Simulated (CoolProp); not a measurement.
Saturation properties of R1336mzz(E) (Tc = 130.4 °C, pc = 27.79 bar, ω = 0.413).

The numbers come from the reference Helmholtz-energy equation of state, Akasaka 2023 in CoolProp.

| T (°C) | p (bar) | vapour density (kg/m³) | enthalpy of vaporisation (kJ/kg) |
|---|---|---|---|
| -13.95 | … | 2.972 | 164.3 |
| -9.15 | 0.4808 | 3.698 | 162.0 |
| -4.35 | … | 4.559 | 159.6 |
| 0.45 | 0.7425 | 5.572 | 157.2 |
| 5.25 | 0.9100 | 6.755 | 154.8 |
| 10.05 | … | 8.130 | 152.4 |
| 14.85 | … | … | 149.9 |
| 19.65 | 1.596 | 11.54 | 147.4 |
| 24.45 | 1.897 | 13.63 | 144.8 |
| 29.25 | 2.240 | 16.00 | 142.1 |
| 34.05 | 2.629 | 18.71 | 139.4 |
| 38.85 | 3.068 | 21.76 | 136.6 |
| 43.65 | 3.561 | 25.22 | … |
| 48.45 | 4.112 | 29.12 | 130.7 |

**Question.** Some entries are withheld; supply them.

**Answer.** 
- -13.95, p (bar): 0.3811
- -4.35, p (bar): 0.6004
- 10.05, p (bar): 1.106
- 14.85, p (bar): 1.334
- 14.85, vapour density (kg/m³): 9.717
- 43.65, enthalpy of vaporisation (kJ/kg): 133.7

It boils at 7.9 °C under 1 atm.
